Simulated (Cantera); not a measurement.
## Chlorosilane synthesis and conversion: Si + HCl + H₂

A closed system holds: 1 mol Si, 1.1 mol HCl, 2.6 mol H₂, equilibrated at 500 K and 1.00 bar.

These are equilibrium values from Cantera (NASA tables, ideal gas, pure condensed phases), not measurements of a reactor. Candidate condensed phases: Si; 19 gas species. Equilibrium is a limit: real reactors are often held back by kinetics, nucleation or transport.

```
Quantity       Result
----------  ---------
x(H₂)           0.908
x(SiCl₄)       0.0496
x(SiHCl₃)      0.0413
x(SiH₂Cl₂)    0.00118
x(SiH₃Cl)     5.81e-6
x(HCl)        1.73e-6
n(Si(s))    0.688 mol
gas amount  3.388 mol
```
